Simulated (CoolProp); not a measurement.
n-butane along the isotherm 575 K: fugacity coefficient from the reference equation and from simpler models built on Tc = 425.1 K, pc = 37.96 bar, ω = 0.201; each cubic takes its own stable root.

Values from CoolProp's reference Helmholtz-energy equation of state, Bücker 2006.

```csv
p (bar),phase,reference
0.3,gas,0.9991
0.506,gas,0.9985
0.855,gas,0.9975
1.44,gas,0.9958
2.43,gas,0.9928
4.11,gas,0.9879
6.93,gas,0.9797
11.7,gas,0.9658
19.7,gas,0.9429
33.3,gas,0.9048
56.2,supercritical,0.8440
94.9,supercritical,0.7546
```

Question: How far does each simpler model (van der Waals, Redlich-Kwong, Soave-Redlich-Kwong, Peng-Robinson) lie from the reference over these 12 states: mean and median of the absolute difference, and the worst?

Answer: 
- van der Waals: mean 1.6 %, median 0.4 %, worst -8.2 % at 575 K and 94.9 bar
- Redlich-Kwong: mean 1.1 %, median 0.4 %, worst -4.7 % at 575 K and 94.9 bar
- Soave-Redlich-Kwong: mean 0.3 %, median 0.0 %, worst +2.3 % at 575 K and 94.9 bar
- Peng-Robinson: mean 0.9 %, median 0.4 %, worst -3.1 % at 575 K and 94.9 bar
